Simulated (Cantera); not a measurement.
Input: 1 mol B2H6, 0.18 mol O2, 0.12 mol H2, equilibrated at 0.0100 bar.

These are equilibrium values from Cantera (NASA tables, ideal gas, pure condensed phases), not measurements of a reactor. Candidate condensed phases: B, B2O3, B3O3H3, H2O; 23 gas species. The feed counts by its element totals alone. Mutual solubility and eutectic melting of coexisting phases are not modelled. The tables' values for BH2 are old estimates; treat these amounts as uncertain. Kinetics and transport are ignored.

x: gas mole fraction; n: condensed amount in mol.

```json
[
 {"T (°C)": "1025", "x H2": "0.996", "x H": "1.07e-5", "x HBO": "0.00280", "x BO": "1.09e-6", "x B2O2": "0.000111", "x B2O3": "1.76e-5", "n B(s)": "1.75", "n B2O3(l)": "0.115", "n B(l)": "0"},
 {"T (°C)": "1125", "x H2": "0.987", "x H": "4.70e-5", "x HBO": "0.0108", "x BO": "1.57e-5", "x B2O2": "0.00119", "x B2O3": "0.000229", "n B(s)": "1.74", "n B2O3(l)": "0.103", "n B(l)": "0"},
 {"T (°C)": "1225", "x H2": "0.953", "x H": "0.000168", "x HBO": "0.0342", "x BO": "0.000157", "x B2O2": "0.00918", "x B2O3": "0.00208", "n B(s)": "1.70", "n B2O3(l)": "0.0530", "n B(l)": "0"},
 {"T (°C)": "1325", "x H2": "0.918", "x H": "0.000510", "x HBO": "0.0563", "x BO": "0.000712", "x B2O2": "0.0201", "x B2O3": "0.00319", "n B(s)": "1.65", "n B2O3(l)": "0", "n B(l)": "0"},
 {"T (°C)": "1425", "x H2": "0.913", "x H": "(withheld)", "x HBO": "0.0620", "x BO": "(withheld)", "x B2O2": "0.0196", "x B2O3": "(withheld)", "n B(s)": "1.65", "n B2O3(l)": "0", "n B(l)": "0"},
 {"T (°C)": "1525", "x H2": "0.908", "x H": "(withheld)", "x HBO": "0.0654", "x BO": "(withheld)", "x B2O2": "(withheld)", "x B2O3": "(withheld)", "n B(s)": "1.64", "n B2O3(l)": "0", "n B(l)": "0"},
 {"T (°C)": "1625", "x H2": "0.901", "x H": "0.00742", "x HBO": "0.0664", "x BO": "0.00878", "x B2O2": "0.0157", "x B2O3": "0.000379", "n B(s)": "1.64", "n B2O3(l)": "0", "n B(l)": "0"},
 {"T (°C)": "1725", "x H2": "0.890", "x H": "0.0151", "x HBO": "0.0647", "x BO": "0.0160", "x B2O2": "0.0128", "x B2O3": "0.000177", "n B(s)": "1.64", "n B2O3(l)": "0", "n B(l)": "0"},
 {"T (°C)": "1825", "x H2": "0.874", "x H": "0.0288", "x HBO": "0.0598", "x BO": "0.0261", "x B2O2": "0.00968", "x B2O3": "7.62e-5", "n B(s)": "1.64", "n B2O3(l)": "0", "n B(l)": "0"},
 {"T (°C)": "1925", "x H2": "0.850", "x H": "0.0513", "x HBO": "0.0518", "x BO": "0.0381", "x B2O2": "0.00658", "x B2O3": "2.93e-5", "n B(s)": "1.63", "n B2O3(l)": "0", "n B(l)": "0"},
 {"T (°C)": "2025", "x H2": "0.813", "x H": "0.0864", "x HBO": "0.0419", "x BO": "0.0500", "x B2O2": "0.00400", "x B2O3": "9.86e-6", "n B(s)": "1.63", "n B2O3(l)": "0", "n B(l)": "0"},
 {"T (°C)": "2125", "x H2": "0.761", "x H": "0.137", "x HBO": "0.0318", "x BO": "0.0598", "x B2O2": "0.00220", "x B2O3": "3.10e-6", "n B(s)": "0", "n B2O3(l)": "0", "n B(l)": "1.61"}
]
```

### Question
Some entries are withheld; supply them.

### Answer

- 1425, x H: 0.00138
- 1425, x BO: 0.00188
- 1425, x B2O3: 0.00159
- 1525, x H: 0.00335
- 1525, x BO: 0.00431
- 1525, x B2O2: 0.0180
- 1525, x B2O3: 0.000781
